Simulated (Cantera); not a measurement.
Iron carbonyl, mercury and lead vapours: PbO + CO + N₂

Feed: 1 mol PbO, 0.98 mol CO, 6.5 mol N₂, equilibrated at 10000 Pa.

These are equilibrium values from Cantera (NASA tables, ideal gas, pure condensed phases), not measurements of a reactor. Candidate condensed phases: C, Pb, PbO, PbO₂, Pb₃O₄; 27 gas species. Each liquid is taken as pure. Mutual solubility and eutectic melting of coexisting phases are not modelled. Gases not in the tables: (PbO)n polymers. The numbers say what is thermodynamically allowed, not how fast it happens.

From 700 K to 750 K the condensed part is Pb(l) + PbO(red). From 800 K to 1150 K the condensed part is Pb(l) + PbO(yellow). From 1200 K to 1250 K the condensed part is Pb(l) + PbO(l). From 1300 K to 1350 K the condensed part is Pb(l).

```json
[
 {"T (K)": "700", "log p N₂": "-1.06", "log p CO₂": "-1.88", "log p Pb": "-8.95", "log p PbO": "-12.78", "n Pb(l)": "0.980", "n PbO(red)": "0.0200", "n PbO(yellow)": "0", "n PbO(l)": "0"},
 {"T (K)": "750", "log p N₂": "-1.06", "log p CO₂": "-1.88", "log p Pb": "-8.02", "log p PbO": "-11.38", "n Pb(l)": "0.980", "n PbO(red)": "0.0200", "n PbO(yellow)": "0", "n PbO(l)": "0"},
 {"T (K)": "800", "log p N₂": "-1.06", "log p CO₂": "-1.88", "log p Pb": "-7.21", "log p PbO": "-10.15", "n Pb(l)": "0.980", "n PbO(red)": "0", "n PbO(yellow)": "0.0200", "n PbO(l)": "0"},
 {"T (K)": "850", "log p N₂": "-1.06", "log p CO₂": "-1.88", "log p Pb": "-6.50", "log p PbO": "-9.08", "n Pb(l)": "0.980", "n PbO(red)": "0", "n PbO(yellow)": "0.0200", "n PbO(l)": "0"},
 {"T (K)": "900", "log p N₂": "-1.06", "log p CO₂": "-1.88", "log p Pb": "-5.86", "log p PbO": "-8.13", "n Pb(l)": "0.980", "n PbO(red)": "0", "n PbO(yellow)": "0.0200", "n PbO(l)": "0"},
 {"T (K)": "950", "log p N₂": "-1.06", "log p CO₂": "-1.88", "log p Pb": "-5.30", "log p PbO": "-7.28", "n Pb(l)": "0.980", "n PbO(red)": "0", "n PbO(yellow)": "0.0201", "n PbO(l)": "0"},
 {"T (K)": "1000", "log p N₂": "-1.06", "log p CO₂": "-1.88", "log p Pb": "-4.79", "log p PbO": "-6.52", "n Pb(l)": "0.979", "n PbO(red)": "0", "n PbO(yellow)": "0.0201", "n PbO(l)": "0"},
 {"T (K)": "1050", "log p N₂": "-1.06", "log p CO₂": "-1.88", "log p Pb": "-4.33", "log p PbO": "-5.83", "n Pb(l)": "0.976", "n PbO(red)": "0", "n PbO(yellow)": "0.0200", "n PbO(l)": "0"},
 {"T (K)": "1100", "log p N₂": "-1.06", "log p CO₂": "-1.88", "log p Pb": "-3.92", "log p PbO": "-5.21", "n Pb(l)": "0.971", "n PbO(red)": "0", "n PbO(yellow)": "0.0197", "n PbO(l)": "0"},
 {"T (K)": "1150", "log p N₂": "-1.06", "log p CO₂": "-1.88", "log p Pb": "-3.54", "log p PbO": "-4.64", "n Pb(l)": "0.958", "n PbO(red)": "0", "n PbO(yellow)": "0.0186", "n PbO(l)": "0"},
 {"T (K)": "1200", "log p N₂": "-1.06", "log p CO₂": "-1.89", "log p Pb": "-3.19", "log p PbO": "-4.17", "n Pb(l)": "0.931", "n PbO(red)": "0", "n PbO(yellow)": "0", "n PbO(l)": "0.0153"},
 {"T (K)": "1250", "log p N₂": "-1.07", "log p CO₂": "-1.89", "log p Pb": "-2.87", "log p PbO": "-3.74", "n Pb(l)": "0.878", "n PbO(red)": "0", "n PbO(yellow)": "0", "n PbO(l)": "0.00671"},
 {"T (K)": "1300", "log p N₂": "-1.07", "log p CO₂": "-1.90", "log p Pb": "-2.58", "log p PbO": "-3.56", "n Pb(l)": "0.776", "n PbO(red)": "0", "n PbO(yellow)": "0", "n PbO(l)": "0"},
 {"T (K)": "1350", "log p N₂": "-1.08", "log p CO₂": "-1.91", "log p Pb": "-2.31", "log p PbO": "-3.52", "n Pb(l)": "0.590", "n PbO(red)": "0", "n PbO(yellow)": "0", "n PbO(l)": "0"}
]
```
log p: log10 of the partial pressure in bar; n: condensed amount in mol.
